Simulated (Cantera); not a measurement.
Input: 1 mol Al2O3, 6.1 mol O2, at 2475 K and 69.0 Pa.

These are equilibrium values from Cantera (NASA tables, ideal gas, pure condensed phases), not measurements of a reactor. Candidate condensed phases: Al, Al2O3; 9 gas species. Equilibrium is a limit: real reactors are often held back by kinetics, nucleation or transport.

Base state: O2 0.617, O 0.383, AlO 0.000637, Al 4.00e-5, AlO2 1.20e-5 (mole fractions); condensed: Al2O3(l).

Problem. What changes in the equilibrium state with this change: Al2O3 replaced by TiO2?

Solution. 
```json
[
 {"species": "O2", "before": "0.617", "after": "0.530"},
 {"species": "O", "before": "0.383", "after": "0.355"},
 {"species": "TiO2", "before": "0", "after": "0.114"},
 {"species": "AlO", "before": "0.000637", "after": "0"},
 {"species": "TiO", "before": "0", "after": "0.00148"},
 {"species": "Al", "before": "4.00e-5", "after": "0"},
 {"species": "AlO2", "before": "1.20e-5", "after": "0"},
 {"species": "Al2O3(l), mol", "before": "0.997", "after": "0"}
]
```
Further candidate phases: Ti, TiO, TiO2, Ti2O3, Ti3O5, Ti4O7.

Problem. What changes in the equilibrium state with this change: temperature from 2475 K to 1798 K?

Solution. 
| species | before | after |
|---|---|---|
| O2 | 0.617 | 0.995 |
| O | 0.383 | 0.00454 |
| AlO | 0.000637 | <1e-9 |
| Al | 4.00e-5 | <1e-9 |
| AlO2 | 1.20e-5 | <1e-9 |
| Al2O3(l), mol | 0.997 | 0 |
| Al2O3(s), mol | 0 | 1.00 |
